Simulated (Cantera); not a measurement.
A perfectly stirred reactor is fed with H2 : O2 = 0.058 : 1 (molar parts), at 4.35 Torr; it is held at 1250 K, and followed from long to short residence time.

Computed with Cantera and GRI-Mech 3.0 (53 species, 325 reactions). Radical loss at walls, strong at low pressure, is not modelled. The temperature is held fixed by assumption; the heat of reaction is taken as removed at once.

x: mole fraction; the columns are a selection and need not sum to one.

```tsv
τ (s)	x H2	x O2	x H2O2	x H	x O
1.1	0.000356	0.933	?	0.00119	0.00967
0.36	0.000635	0.924	3.98e-8	0.00277	0.0170
0.12	0.00104	0.915	4.20e-8	0.00512	0.0252
0.038	0.00174	0.908	?	0.00750	0.0309
0.012	0.00338	0.906	?	0.00923	0.0317
0.0041	0.00728	0.909	?	0.0101	0.0280
0.0013	0.0176	0.917	?	0.00905	0.0199
0.00043	0.0400	0.934	?	0.00365	0.00723
```

**Question.** What belongs in the gaps?

**Answer.** 
- 1.1, x H2O2: 3.62e-8
- 0.038, x H2O2: 4.59e-8
- 0.012, x H2O2: 5.63e-8
- 0.0041, x H2O2: 7.49e-8
- 0.0013, x H2O2: 9.23e-8
- 0.00043, x H2O2: 4.65e-8
